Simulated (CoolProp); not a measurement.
A single-stage vapour-compression cycle with R227EA: evaporating at 270.15 K (dew point), condensing at 335.15 K (bubble point), superheat 8 K, subcooling 0 K, compressor efficiency 0.7, no pressure losses. Each further row changes one setting.

Values from CoolProp's reference Helmholtz-energy equation of state, Lemmon 2016.

```tsv
case	cooling COP	pressure ratio	discharge temperature (K)	refrigerating effect (kJ/kg)	volumetric capacity (kJ/m³)
as stated	1.56	7.08	337.1	53.9	738
evaporating temperature 275.15 K	1.83	5.86	337.2	57.2	937
condensing temperature 330.15 K	1.86	6.27	332.7	60.5	828
subcooling 5 K	1.76	7.08	337.1	60.6	829
superheat 18 K	1.70	7.08	346.5	62.0	812
compressor efficiency 0.6	1.34	7.08	342.3	53.9	738
```
